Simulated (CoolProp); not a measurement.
Model: reference Helmholtz-energy equation of state, Lemmon 2006, in CoolProp. It is a short technical equation, of lower accuracy than the large ones.

Give the vapour pressure (MPa), vapour density (kg/m³), liquid cp (kJ/(kg K)) of saturated CH3F (R41) at -86.15 °C.


| T (°C) | p (MPa) | vapour density (kg/m³) | liquid cp (kJ/(kg K)) |
|---|---|---|---|
| -86.15 | 0.0646 | 1.46 | 2.06 |
